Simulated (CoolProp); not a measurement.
Properties of C3F8 (R218) at several states (Tc = 345.0 K, pc = 26.40 bar, ω = 0.317).

Model: reference Helmholtz-energy equation of state, Lemmon 2006, in CoolProp. It is a short technical equation, of lower accuracy than the large ones.

```json
[
 {"T (K)": "368.3", "p (bar)": "6.93", "phase": "gas", "density (kg/m³)": "45.85", "cv (kJ/(kg K))": "0.8539", "isothermal compressibility (1/MPa)": "1.562"},
 {"T (K)": "276.1", "p (bar)": "0.175", "phase": "gas", "density (kg/m³)": "1.440", "cv (kJ/(kg K))": "0.7083", "isothermal compressibility (1/MPa)": "57.42"},
 {"T (K)": "142.1", "p (bar)": "0.211", "phase": "liquid", "density (kg/m³)": "1949", "cv (kJ/(kg K))": "0.5006", "isothermal compressibility (1/MPa)": "0.0007862"},
 {"T (K)": "196.3", "p (bar)": "114", "phase": "liquid", "density (kg/m³)": "1789", "cv (kJ/(kg K))": "0.6162", "isothermal compressibility (1/MPa)": "0.001328"},
 {"T (K)": "246.8", "p (bar)": "1.39", "phase": "gas", "density (kg/m³)": "13.58", "cv (kJ/(kg K))": "0.6805", "isothermal compressibility (1/MPa)": "7.718"},
 {"T (K)": "432.1", "p (bar)": "115", "phase": "supercritical", "density (kg/m³)": "835.5", "cv (kJ/(kg K))": "0.9539", "isothermal compressibility (1/MPa)": "0.04958"}
]
```
